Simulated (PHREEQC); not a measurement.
A column of 0.2 m (40 cells, dispersivity 0.01 m, 300 s a shift, diffusion coefficient 3e-10 m²/s) holds 0.043 eq of the database's cation exchanger X per kg of pore water, first in equilibrium with 0.0032 mol/kgw ZnCl2, 0.012 mol/kgw ZnSO4 and 1e-05 mol/kgw HCl. It is flushed with 23 mmol/kgw LiCl, 0.82 mmol/kgw NaCl and 0.01 mmol/kgw HCl, at 25 °C. Values are for the last cell. CO2 from the air is kept out. No solid was allowed to form.

All values are PHREEQC results (ion-association model, phreeqc.dat), not measurements.

### Question
Predict Li in solution (mol/kgw), S in solution (mol/kgw), Na in solution (mol/kgw) at pore volumes = 0.2125, 0.6125, 5.013.

### Answer
```csv
pore volumes,Li in solution (mol/kgw),S in solution (mol/kgw),Na in solution (mol/kgw)
0.2125,1.47e-11,0.0120,2.93e-13
0.6125,0.000670,0.0111,1.97e-5
5.013,0.0217,2.59e-11,0.000762
```

Species that the database lacks are ignored.
